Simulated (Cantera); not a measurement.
Cantera run:

```python
import numpy as np
import cantera as ct

gas_names = """
    H HNO HNO2 HNO3 HO2 H2 H2O H2O2 H2S H2SO4 N NH NH2 NH3 NH2OH NO NO2 NO3 N2 N2H2 N2H4 N2O O OH O2 O3
    S SH SN SO SO2 SO3 S2 S2O S8
""".split()
cond_names = """
    H2O(s) H2O(L) H2SO4(L) S(cr1) S(cr2) S(L)
""".split()


# ... load() reads the species with a 1 bar reference pressure and builds the phases ...
atoms = {
    'H2S': {'H': 2, 'S': 1},
    'SO2': {'S': 1, 'O': 2},
    'N2': {'N': 2},
}
top_T = {}  # K; cautious upper limits of use, not melting points


# ... equilibrate(T, P, feed) seeds the gas with the atoms and calls Mixture.equilibrate('TP', solver="vcs", rtol=1e-11, max_steps=5000) ...
results = []
feed = {'H2S': 1, 'SO2': 0.32, 'N2': 8.9}  # mol
T = 2075  # K
P = 390000  # Pa
mix = equilibrate(T, P, feed)
results.append((T, P, feed, dict(zip(mix.species_names, mix.species_moles))))
print(gas.report(threshold=1e-06))
for i in range(1, mix.n_phases):
    print(f"{mix.phase(i).name:16s} {mix.phase_moles(i):12.5e} mol")
```

Output:

```
       temperature   2075 K
          pressure   3.9e+05 Pa
           density   0.64985 kg/m^3
  mean mol. weight   28.748 kg/kmol
   phase of matter   gas

                          1 kg             1 kmol
                     ---------------   ---------------
          enthalpy          1.91e+06        5.4909e+07  J
   internal energy        1.3099e+06        3.7657e+07  J
           entropy            8667.6        2.4917e+05  J/K
    Gibbs function       -1.6075e+07       -4.6213e+08  J
 heat capacity c_p            1297.5             37299  J/K
 heat capacity c_v            1008.2             28984  J/K

                      mass frac. Y      mole frac. X     chem. pot. / RT
                     ---------------   ---------------   ---------------
                 H         9.496e-06        0.00027082           -10.724
                H2         0.0028273          0.040316           -21.448
               H2O          0.027301          0.043566           -43.423
               H2S          0.010276         0.0086693           -34.591
                NO        5.9977e-06        5.7461e-06           -34.913
                N2           0.82041            0.8419           -25.877
                OH        1.9759e-05          3.34e-05           -32.699
                 S        0.00064754        0.00058064           -13.142
                SH         0.0043519         0.0037833           -23.866
                SN        1.5335e-05        9.5693e-06            -26.08
                SO         0.0057483         0.0034385           -35.117
               SO2          0.014428         0.0064749           -57.091
                S2           0.11243          0.050407           -26.284
               S2O          0.001527        0.00054791           -48.259
     [  +21 minor]        5.3318e-07         7.846e-07

S(L)              0.00000e+00 mol
```

Equilibrium computed with Cantera from the NASA thermochemical tables; the gas is ideal and each condensed phase is pure.
